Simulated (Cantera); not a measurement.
Input: 1 mol B2H6, 22 mol NH3, 0.14 mol N2, 49 mol H2, equilibrated at 1623 K and 0.500 bar.

Cantera equilibrium calculation (NASA polynomials, part measured and part estimated; ideal gas, pure solids and liquids). Candidate condensed phases: B, BN; 15 gas species. The feed counts by its element totals alone. Equilibrium is a limit: real reactors are often held back by kinetics, nucleation or transport.

Base state: H2 0.893, N2 0.107, H 9.24e-5 (mole fractions); condensed: BN(s).

Task: What changes in the equilibrium state with this change: pressure from 0.500 bar to 26.0 Pa?

Result: 
```csv
species,before,after
H2,0.893,0.890
N2,0.107,0.106
H,9.24e-5,0.00404
"BN(s), mol",2.00,2.00
```
